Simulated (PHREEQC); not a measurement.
Dissolve 3.8 mmol/kgw Cu(NO3)2, 55 mmol/kgw HNO3 and 0.41 mmol/kgw KCl at 25 °C. Closed to the air; pH follows from the charge balance.

Equilibrium calculation in PHREEQC: ion-association model, phreeqc.dat.

**Question.** The ionic strength comes out as 0.0668 mol/kgw. What activity coefficients do K+, H+, CuCl+, Cl-, Cu+2 get?

**Answer.** K+ 0.79, H+ 0.84, CuCl+ 0.80, Cl- 0.79, Cu+2 0.45.

This is a speciation only: nothing precipitates in the calculation.
